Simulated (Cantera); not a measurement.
A jet of CH4 : O2 : N2 = 0.088 : 0.054 : 0.79 (molar parts), equivalence ratio 3.3 at 300 K and 0.150 bar hits a platinum plate 3.3 cm away at a mass flux of 0.15 kg/m²/s; the plate temperature is set and raised in steps from an oxygen-covered start.

Cantera simulation using Deutschmann's 1995 Pt surface mechanism with GRI-Mech 3.0 gas chemistry; the numbers are that mechanism's predictions, not measurements. Catalytic surfaces can have several steady states; this one follows from the mechanism file's or the stated starting coverage.

One state of this run: wall x CH4 = 0.0127; wall x O2 = 0.00253; wall x H2O = 0.0202; wall x OH = <1e-8; wall x CO = 0.0834; wall x CO2 = 0.000203; θ free Pt = 0.688; θ H* = 0.00358; θ CO* = 0.0462; θ C* = 0.262. x: mole fraction at the wall; θ: surface coverage.

Problem. Which value of plate T (K) does it belong to?
(A) 1150
(B) 1100
(C) 1000
(D) 1050

Solution. A, 1150
